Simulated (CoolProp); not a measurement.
100 sccm (0 °C, 1 atm) of nitrogen bubbles through liquid water at 301.2 K and leaves saturated at a total pressure of 0.0643 MPa (ideal gas phase). Each further row changes one setting.

Model: reference Helmholtz-energy equation of state, Wagner 2002, in CoolProp.

```json
[
 {"case": "as stated", "vapour pressure (kPa)": "3.79", "mole fraction of vapour": "0.0590", "delivery (mg/min)": "5.04", "delivery (sccm)": "6.27", "change of delivery for a bath 1 K warmer (%)": "6.4"},
 {"case": "bath temperature 306.2 K", "vapour pressure (kPa)": "5.05", "mole fraction of vapour": "0.0785", "delivery (mg/min)": "6.85", "delivery (sccm)": "8.52", "change of delivery for a bath 1 K warmer (%)": "6.3"},
 {"case": "total pressure 0.129 MPa", "vapour pressure (kPa)": "3.79", "mole fraction of vapour": "0.0294", "delivery (mg/min)": "2.44", "delivery (sccm)": "3.03", "change of delivery for a bath 1 K warmer (%)": "6.2"}
]
```
